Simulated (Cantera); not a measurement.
**Thermodynamics of carbothermic reduction, feed Fe2O3 + CH4 + N2 + CO**

Charge: 1 mol Fe2O3, 0.64 mol CH4, 3.3 mol N2, 0.71 mol CO, equilibrated at 1973.15 K.

Method: chemical equilibrium by Gibbs-energy minimisation in Cantera with the NASA 1993 tables (ideal gas, pure condensed phases). Candidate condensed phases: C, C6H6, C7H8, C8H18, Fe, Fe(CO)5, FeO, Fe(OH)2, Fe(OH)3, Fe2O3, Fe3O4, H2O; 140 gas species. Each liquid is taken as pure. Mutual solubility and eutectic melting of coexisting phases are not modelled. The tables' stoichiometric FeO is somewhat more stable than real wüstite, so its field is too wide. FeO: taken at fixed stoichiometry. Kinetics and transport are ignored.

```tsv
P (Pa)	x N2	x Fe	x CO	x H2	x H2O	x CO2	x FeO	x H	x O2	x OH	n FeO(l)	n Fe(l)
10	0.399	0.219	0.0728	0.0212	0.119	0.0906	0.0229	0.0197	0.0172	0.0104	0	0
42	0.471	0.136	0.130	0.0544	0.119	0.0633	0.00559	0.0154	0.000630	0.00320	1.01	0
180	0.511	0.0746	0.173	0.0996	0.0932	0.0361	0.00130	0.0100	2.68e-5	0.000892	1.51	0
750	0.536	0.0330	0.197	0.136	0.0689	0.0223	0.000313	0.00575	1.89e-6	0.000277	1.79	0
3200	0.551	0.00839	0.204	0.145	0.0676	0.0213	7.33e-5	0.00287	3.77e-7	0.000127	1.83	0.123
13000	0.555	0.00207	0.206	0.146	0.0683	0.0214	1.80e-5	0.00143	9.28e-8	6.36e-5	1.83	0.162
56000	0.556	0.000480	0.206	0.147	0.0686	0.0215	4.19e-6	0.000691	2.15e-8	3.07e-5	1.82	0.172
240000	0.556	0.000112	0.206	0.147	0.0687	0.0215	9.78e-7	0.000334	5.03e-9	1.48e-5	1.82	0.174
1000000	0.556	2.69e-5	0.206	0.147	0.0687	0.0215	2.35e-7	0.000164	1.21e-9	7.27e-6	1.82	0.175
```
x: gas mole fraction; n: condensed amount in mol.

At 0.000100 bar nothing is condensed. From 0.000420 bar to 0.00750 bar the condensed part is FeO(l). From 0.0320 bar to 10.0 bar the condensed part is Fe(l) + FeO(l). The main Fe-bearing gas is Fe throughout.
